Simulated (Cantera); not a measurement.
An isothermal, constant-pressure homogeneous reactor starts with CO : O2 : H2O : N2 = 0.0038 : 0.043 : 0.048 : 1 (molar parts), at 1000 K and 1.00 atm. Integrator tolerance rtol = 1e-08.

Model: GRI-Mech 3.0 (53 species, 325 reactions), integrated in Cantera.

Problem. What does this change do: pressure from 1.00 atm to 2.86 atm?

Solution. 
```
quantity                                             before                                     after
----------------  -----------------------------------------  ----------------------------------------
x(CO) at 5.00 s   0.000148 (gas-phase equilibrium 1.09e-12)   0.000415 (gas-phase equilibrium <1e-12)
x(O2) at 5.00 s       0.0377 (gas-phase equilibrium 0.0376)     0.0378 (gas-phase equilibrium 0.0376)
x(H2O) at 5.00 s      0.0439 (gas-phase equilibrium 0.0439)     0.0439 (gas-phase equilibrium 0.0439)
x(H2) at 5.00 s    8.58e-7 (gas-phase equilibrium 1.98e-11)  1.16e-6 (gas-phase equilibrium 1.17e-11)
x(NO) at 5.00 s    1.02e-11 (gas-phase equilibrium 1.43e-5)  1.29e-12 (gas-phase equilibrium 1.43e-5)
x(CO2) at 5.00 s    0.00333 (gas-phase equilibrium 0.00348)   0.00306 (gas-phase equilibrium 0.00348)
```
